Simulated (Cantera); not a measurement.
A jet of 1.57 % H2, 9.66 % O2, 88.8 % N2 at 300 K and 12000 Pa hits a platinum plate 5.4 cm away at a mass flux of 0.17 kg/m²/s; the plate temperature is set and raised in steps from an oxygen-covered start.

Model: Deutschmann's 1995 Pt surface mechanism with GRI-Mech 3.0 gas chemistry, integrated in Cantera. Catalytic surfaces can have several steady states; this one follows from the mechanism file's or the stated starting coverage.

One state of this run: wall x H2 = 0.000875; wall x O2 = 0.0808; wall x H2O = 0.0283; wall x OH = 1.01e-8; θ free Pt = 0.145; θ O* = 0.853; θ OH* = 0.00172. x: mole fraction at the wall; θ: surface coverage.

Problem. Which value of plate T (K) does it belong to?
A. 850
B. 650
C. 600
D. 800

Solution. A, 850
